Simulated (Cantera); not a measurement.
# Equilibrium for aluminium nitride and oxide growth: Al + O2 + H2

Charge: 1 mol Al, 2.4 mol O2, 1 mol H2, held at 0.133 bar.

Cantera equilibrium calculation (NASA polynomials, part measured and part estimated; ideal gas, pure solids and liquids). Candidate condensed phases: Al, Al2O3, H2O; 19 gas species. Gases not in the tables: Al(OH)3. Rates play no part.

```tsv
T (°C)	x O2	x H2O	x OH	x O	x H2	n Al2O3(s)
1550	0.533	0.463	0.00356	0.000302	0.000115	0.500
1600	0.533	0.462	0.00473	0.000473	0.000179	0.500
1650	0.532	0.461	0.00620	0.000723	0.000273	0.500
1700	0.531	0.459	0.00801	0.00108	0.000405	0.500
1750	0.530	0.458	0.0102	0.00159	0.000590	0.500
1800	0.528	0.455	0.0129	0.00229	0.000843	0.500
1850	0.526	0.453	0.0160	0.00324	0.00118	0.500
```
x: gas mole fraction; n: condensed amount in mol.

From 1550 °C to 1850 °C the condensed part is Al2O3(s).
